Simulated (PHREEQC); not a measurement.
A PHREEQC speciation (ion-association model, wateq4f.dat) at 75 °C gives pH 2.03 and these molalities:

```json
[
 {"species": "H+", "mol/kgw": "0.0104"},
 {"species": "SeO4-2", "mol/kgw": "0.00355"},
 {"species": "HSeO4-", "mol/kgw": "0.00335"}
]
```

Question: What are the element totals, and what could have been dissolved in 1 kg of water to give them?

Answer: One answer among several that fit: totals Se(6) 0.00690 mol/kgw, from 0.0069 mol/kgw H2SeO4.

Precipitation was switched off in this run. At this temperature some constants are extrapolated from 25 °C, and those without enthalpy data are left unchanged.
